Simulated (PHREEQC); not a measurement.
2.5 g of hydrous ferric oxide (600 m²/g; 0.2 weak and 0.005 strong sites per Fe, Dzombak-Morel constants, diffuse double layer) in 1 kg of water with 0.01 mol/kgw of an inert sodium salt and 0.0001 mol CuCl2 and 7.7e-06 mol Na2HAsO4, at 25 °C; the pH is set by adding NaOH or the inert anion's acid. Oxygen alone is held at its pressure in air (log pO2 = -0.68). The system is closed to CO2. Nothing may precipitate in this run.

Equilibrium calculation in PHREEQC: ion-association model, wateq4f.dat.

```
pH     Cu sorbed (%)  As sorbed (%)  surface charge σ (C/m²)
-----  -------------  -------------  -----------------------
4               19.6          100.0                    0.225
4.67            73.2          100.0                    0.149
5.33            97.1          100.0               (withheld)
6               99.8          100.0               (withheld)
6.67           100.0          100.0                    0.026
7.33           100.0          100.0               (withheld)
8              100.0          100.0               (withheld)
8.67           100.0          100.0               (withheld)
9.33           100.0           99.6                   -0.019
10             100.0     (withheld)                   -0.040
10.67          100.0     (withheld)                   -0.075
11.33          100.0           28.4                   -0.131
12              99.9            5.9                   -0.227
```

Q: What belongs in the gaps?

A: 
- 5.33, surface charge σ (C/m²): 0.091
- 6, surface charge σ (C/m²): 0.051
- 7.33, surface charge σ (C/m²): 0.011
- 8, surface charge σ (C/m²): 0.002
- 8.67, surface charge σ (C/m²): -0.007
- 10, As sorbed (%): 95.9
- 10.67, As sorbed (%): 73.4

The database has no arsenate complexes of Cu. The database's constant for dissolved Cu(OH)2 is higher than later reviews accept.
